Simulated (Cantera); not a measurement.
A freely propagating, adiabatic, planar premixed flame of H2 : O2 : N2 = 1 : 0.357 : 1.36 (molar parts), unburnt at 400 K and 0.140 bar; mixture-averaged transport, grid criteria slope 0.08 and curve 0.16, no radiation.

Computed with Cantera and the H2/O2 subset of GRI-Mech 3.0, which has no nitrogen chemistry. Burning velocities carry a grid error of a few per cent, more on coarse grids.

Question: What does this change do: inlet temperature 400 to 325 K?

Answer: 
| quantity | before | after |
|---|---|---|
| laminar burning velocity | 357 cm/s | 266 cm/s |
| thermal thickness | 5.25 mm | 4.89 mm |
| peak x(H) | 0.108 | 0.103 |
| peak x(O) | 0.00825 | 0.00763 |
| peak x(H2O2) | 1.55e-5 | 4.34e-5 |
| peak x(OH) | 0.0109 | 0.00989 |
